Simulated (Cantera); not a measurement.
Input: 1 mol SiH2Cl2, 4.9 mol N2, held at 1125 K and 1.00 bar.

Cantera equilibrium calculation (NASA polynomials, part measured and part estimated; ideal gas, pure solids and liquids). Candidate condensed phases: NH4Cl, Si, Si3N4; 28 gas species. N2 is the only nitrogen source here; it is nearly inert below about 1500 K, so the nitride shown seldom forms there in practice. The tables' values for SiCl3 are old estimates; treat these amounts as uncertain. Rates play no part.

Base state: N2 0.713, HCl 0.173, H2 0.0759, SiCl4 0.0377, SiHCl3 0.000288, SiCl3 7.56e-5 (mole fractions); condensed: Si3N4(s).

**Question.** What changes in the equilibrium state with this change: N2 from 4.9 to 0.23 mol?

**Answer.** 
| species | before | after |
|---|---|---|
| H2 | 0.0759 | 0.612 |
| SiCl4 | 0.0377 | 0.254 |
| SiHCl3 | 0.000288 | 0.0883 |
| N2 | 0.713 | 2.38e-9 |
| HCl | 0.173 | 0.0306 |
| SiH3Cl | <1e-9 | 4.30e-5 |
| SiH2Cl2 | 2.69e-7 | 0.00377 |
| Si3N4(s), mol | 0.255 | 0.115 |
| Si(s), mol | 0 | 0.125 |
Mutual solubility and eutectic melting of coexisting phases are not modelled.
